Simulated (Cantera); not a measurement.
An isothermal plug-flow reactor at 1150 K and 390 Torr (inlet), inlet velocity 4.5 m/s, active area per volume 200 1/m; feed CH4 : O2 : N2 : H2O = 0.0029 : 0.037 : 0.79 : 0.006 (molar parts).

Cantera simulation using Deutschmann's 1995 Pt surface mechanism with GRI-Mech 3.0 gas chemistry; the numbers are that mechanism's predictions, not measurements. Catalytic surfaces can have several steady states; this one follows from the mechanism file's or the stated starting coverage. Mass transfer to the wall is taken as infinitely fast.

One state of this run: x CH4 = 0.00341; x O2 = 0.0442; x H2O = 0.00729; x CO2 = 5.18e-5; x CO = 4.10e-6; θ free Pt = 0.467; θ O* = 0.532. x: gas mole fraction; θ: surface coverage.

Q: Which value of z (m) does it belong to?
(A) 0.00024
(B) 0.0087
(C) 0.00068
(D) 0.0004

A: C, 0.00068
